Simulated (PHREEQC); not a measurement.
Solution (80 °C): 0.027 mol/kgw Pb(NO3)2, 0.0032 mol/kgw CuCl2 and 0.00023 mol/kgw NaCl. It is in equilibrium with CO2 at log p = -1 (atm). Otherwise closed; pH follows from the charge balance.

Computed with PHREEQC (ion-association model, phreeqc.dat).

No solid was allowed to form.

**Question.** What pH, ionic strength, density does the model give?

**Answer.** pH 4.14; ionic strength 0.0747 mol/kgw; density 0.980 g/cm³.

**Question.** In which forms is C present?

**Answer.** CO2 94 %, PbHCO3+ 4.3 %, HCO3- 0.8 % of the C.

Complexes and solids missing from the database can't appear. Away from 25 °C the constants follow the database's enthalpies or fits; those with neither stay at their 25 °C values.
